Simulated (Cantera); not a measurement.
Input (Python, Cantera) and output of one run.

```python
import numpy as np
import cantera as ct

gas_names = """
    C CO CO2 C2 C2O C3 C3O2 C4 C5 Ca CaO Ca2 O O2 O3
""".split()
cond_names = """
    C(gr) Ca(a) Ca(b) Ca(L) CaCO3(caL) CaO(s) CaO(L)
""".split()


# ... load() reads the species with a 1 bar reference pressure and builds the phases ...
atoms = {
    'CaCO3': {'Ca': 1, 'C': 1, 'O': 3},
    'CO2': {'C': 1, 'O': 2},
    'O2': {'O': 2},
}
top_T = {'C(gr)': 4500}  # K; cautious upper limits of use, not melting points


# ... equilibrate(T, P, feed) seeds the gas with the atoms and calls Mixture.equilibrate('TP', solver="vcs", rtol=1e-11, max_steps=5000) ...
results = []
T = 2248  # K
P = 160000  # Pa
for m in [0.014, 0.027, 0.053, 0.1, 0.21, 0.41, 0.8, 1.6, 3.1]:
    feed = {'CaCO3': 1, 'CO2': 1.1, 'O2': m}  # mol
    mix = equilibrate(T, P, feed)
    results.append((T, P, feed, dict(zip(mix.species_names, mix.species_moles))))

top = {s: max(r[3][s] / sum(r[3][g] for g in gas_names) for r in results) for s in gas_names}
cols = sorted((s for s in top if top[s] > 0.0001), key=lambda s: -top[s])[:7]
seen = [c for c in cond_names if any(r[3].get(c, 0) > 1e-12 for r in results)]
print("log10 of partial pressures in bar; condensed amounts in mol")
print(f"{'n(O2)':>10s}" + "".join(f"{s[:9]:>10s}" for s in cols + seen))
for T, P, feed, n in results:
    ng = sum(n[g] for g in gas_names)
    print(f"{feed['O2']:10.4g}" + "".join(f"{np.log10(max(n[s] / ng * P / 1e5, 1e-99)):10.3f}" for s in cols)
          + "".join(f"{n.get(c, 0):10.4g}" for c in seen))
```

Result:

```
log10 of partial pressures in bar; condensed amounts in mol
     n(O2)       CO2        O2        CO         O    CaO(s)
     0.014     0.175    -1.389    -1.210    -3.133         1
     0.027     0.174    -1.319    -1.246    -3.098         1
     0.053     0.172    -1.201    -1.307    -3.039         1
       0.1     0.166    -1.039    -1.394    -2.958         1
      0.21     0.150    -0.801    -1.530    -2.839         1
      0.41     0.117    -0.570    -1.678    -2.723         1
       0.8     0.056    -0.352    -1.848    -2.614         1
       1.6    -0.048    -0.160    -2.048    -2.518         1
       3.1    -0.195    -0.021    -2.264    -2.449         1
```

Equilibrium computed with Cantera from the NASA thermochemical tables; the gas is ideal and each condensed phase is pure.
